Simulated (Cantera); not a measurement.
## Oxide etching and cleaning by halides: CaO + Cl₂ + H₂

Charge: 1 mol CaO, 1.1 mol Cl₂, 10 mol H₂, equilibrated at 5.40 Torr.

Method: chemical equilibrium by Gibbs-energy minimisation in Cantera with the NASA 1993 tables (ideal gas, pure condensed phases). Candidate condensed phases: Ca, CaCl₂, CaO, Ca(OH)₂, H₂O; 21 gas species. Mutual solubility and eutectic melting of coexisting phases are not modelled. Condensed phases not in the tables: oxide chlorides. Equilibrium is a limit: real reactors are often held back by kinetics, nucleation or transport.

```csv
T (°C),x H₂,x HCl,x H₂O,x CaCl₂,n CaCl₂(l),n CaO(s)
850,0.877,0.0284,0.0942,0.000144,0.954,0.0440
900,0.871,0.0413,0.0870,0.000513,0.884,0.111
950,0.863,0.0572,0.0781,0.00163,0.788,0.195
1000,0.852,0.0753,0.0677,0.00470,0.658,0.293
1050,0.837,0.0943,0.0563,0.0124,0.466,0.402
1100,0.813,0.112,0.0444,0.0303,0.154,0.514
1150,0.802,0.113,0.0426,0.0426,0,0.527
```
x: gas mole fraction; n: condensed amount in mol.

From 850 °C to 1100 °C the condensed part is CaCl₂(l) + CaO(s). At 1150 °C the condensed part is CaO(s). The main Ca-bearing gas is CaCl₂ throughout. The share of Ca in condensed phases is highest at 850 °C (99.9 %) and lowest at 1150 °C (52.7 %).
